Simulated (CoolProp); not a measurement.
CF4 (R14) at 156.72 K and 6.26 MPa is throttled through a valve to 3.97 MPa with no heat exchange. Each further row changes one setting.

Values from CoolProp's reference Helmholtz-energy equation of state, Platzer 1990. This equation is an older, rougher fit; its heat capacities, sound speeds and derivatives of the liquid may be far off and weren't checked against measurements.

| case | temperature change (K) | final density (kg/m³) |
|---|---|---|
| as stated | +0.7 | 1550 |
| outlet pressure 1.19 MPa | +1.6 | 1540 |
| outlet pressure 5.16 MPa | +0.4 | 1560 |
